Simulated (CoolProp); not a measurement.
Decamethylcyclopentasiloxane (D5) along the isotherm 620 K: Z from the reference equation and from simpler models built on Tc = 618.3 K, pc = 1.078 MPa, ω = 0.631; each cubic takes its own stable root.

The numbers come from the reference Helmholtz-energy equation of state, Thol 2019 in CoolProp.

```
p (MPa)          phase  reference
-------  -------------  ---------
0.017              gas     0.9944
0.0303             gas     0.9900
0.0539             gas     0.9821
0.0958             gas     0.9679
0.17               gas     0.9421
0.303              gas     0.8931
0.539              gas     0.7954
0.958              gas     0.5460
1.7      supercritical     0.2434
3.03     supercritical     0.3873
5.39     supercritical     0.6350
```

### Question
How far does each simpler model (Soave-Redlich-Kwong, Peng-Robinson) lie from the reference over these 11 states: mean and median of the absolute difference, and the worst?

### Answer
- Soave-Redlich-Kwong: mean 5.5 %, median 0.6 %, worst +23.5 % at 620 K and 1.7 MPa
- Peng-Robinson: mean 1.7 %, median 0.3 %, worst +11.4 % at 620 K and 1.7 MPa
